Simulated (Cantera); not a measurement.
# Low-pressure radical oxidation in H2/O2

An isothermal, constant-pressure homogeneous reactor starts with H2 : O2 = 0.032 : 1 (molar parts), at 1225 K and 11.3 Torr.

Computed with Cantera and GRI-Mech 3.0 (53 species, 325 reactions). Radical loss at walls, strong at low pressure, is not modelled.

```
t (s)         x H2   x O2      x OH    x H2O2     x HO2       x H     x H2O
--------  --------  -----  --------  --------  --------  --------  --------
8.00e-6     0.0310  0.969  4.20e-11    <1e-12  3.95e-10  3.53e-10  1.28e-12
2.58e-5     0.0310  0.969  3.60e-10    <1e-12   1.27e-9  9.31e-10  3.68e-11
8.30e-5     0.0310  0.969   2.42e-9    <1e-12   4.10e-9   2.17e-9  8.61e-10
0.000267    0.0310  0.969   1.70e-8  6.14e-12   1.33e-8   8.50e-9   1.82e-8
0.000862    0.0310  0.969   7.09e-7  6.40e-11   4.58e-8   3.10e-7   1.29e-6
0.00278    0.00948  0.952   0.00477   2.15e-7   3.10e-6   0.00420    0.0170
0.00894   0.000330  0.945   0.00233   5.93e-8   2.40e-6   0.00287    0.0281
0.0288    0.000238  0.952   0.00198   5.90e-8   2.15e-6   0.00171    0.0291
0.0928    0.000101  0.962   0.00130   5.29e-8   1.52e-6  0.000455    0.0304
0.299      2.06e-5  0.967  0.000588   3.39e-8   6.56e-7   4.14e-5    0.0311
0.963      2.80e-6  0.968  0.000218   1.35e-8   1.69e-7   2.09e-6    0.0314
3.10       4.00e-7  0.968   8.29e-5   3.89e-9   3.51e-8   1.14e-7    0.0315
10.0       7.26e-8  0.968   3.54e-5   1.02e-9   1.01e-8   8.89e-9    0.0315
```
x: mole fraction; the columns are a selection and need not sum to one.

Equilibrium at this temperature and pressure: H2 5.56e-9, O2 0.968, OH 9.84e-6, H2O2 1.13e-10, HO2 1.09e-8, H 1.91e-10, H2O 0.0315 (gas phase only).
